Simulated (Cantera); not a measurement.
## Gas activation for diamond growth

A perfectly stirred reactor is fed with 0.271 % CH4, 96.9 % H2, 2.81 % H2O, at 100.0 Torr; it is held at 2498 K, and followed from long to short residence time.

Cantera simulation using GRI-Mech 3.0 (53 species, 325 reactions); the numbers are that mechanism's predictions, not measurements.

| τ (s) | x CH4 | x H2 | x H | x CH2 | x C2H4 |
|---|---|---|---|---|---|
| 1.7 | 2.19e-7 | 0.908 | 0.0651 | 3.05e-8 | <1e-12 |
| 0.58 | 6.67e-7 | 0.909 | 0.0642 | 9.05e-8 | 3.37e-12 |
| 0.20 | 2.17e-6 | 0.911 | 0.0619 | 2.73e-7 | 3.33e-11 |
| 0.070 | 8.35e-6 | 0.917 | 0.0560 | 8.56e-7 | 4.16e-10 |
| 0.024 | 4.56e-5 | 0.928 | 0.0442 | 2.89e-6 | 8.33e-9 |
| 0.0084 | 0.000213 | 0.939 | 0.0331 | 7.49e-6 | 1.09e-7 |
| 0.0029 | 0.000621 | 0.946 | 0.0252 | 1.25e-5 | 5.37e-7 |
| 0.0010 | 0.00134 | 0.952 | 0.0178 | 1.35e-5 | 1.26e-6 |
| 0.00035 | 0.00212 | 0.959 | 0.0100 | 6.89e-6 | 1.15e-6 |
| 0.00012 | 0.00249 | 0.965 | 0.00405 | 1.48e-6 | 3.63e-7 |
x: mole fraction; the columns are a selection and need not sum to one.
